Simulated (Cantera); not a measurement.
Charge: 1 mol TEOS, 1.8 mol N2O, 3.9 mol H2, at 827 °C and 7.50 Torr.

Method: chemical equilibrium by Gibbs-energy minimisation in Cantera with the NASA 1993 tables (ideal gas, pure condensed phases). Candidate condensed phases: C, C6H6, C7H8, C8H18, H2O, Si, SiC, SiO2, Si2N2O, Si3N4; 151 gas species. The feed counts by its element totals alone. Equilibrium is a limit: real reactors are often held back by kinetics, nucleation or transport.

**Question.** What is the equilibrium state?

**Answer.** 
```
Property                             Result
--------------------------------  ---------
x(H2)                                 0.713
x(CO)                                 0.195
x(N2)                                0.0923
x(CH4)                             0.000182
x(H2O)                             0.000124
x(CO2)                              3.35e-5
x(HCN)                              5.70e-6
n(C(graphite))                     4.20 mol
n(SiO2(β-quartz))                  1.00 mol
gas amount                        19.49 mol
log10 activity of Si(s) (absent)      -8.56
```
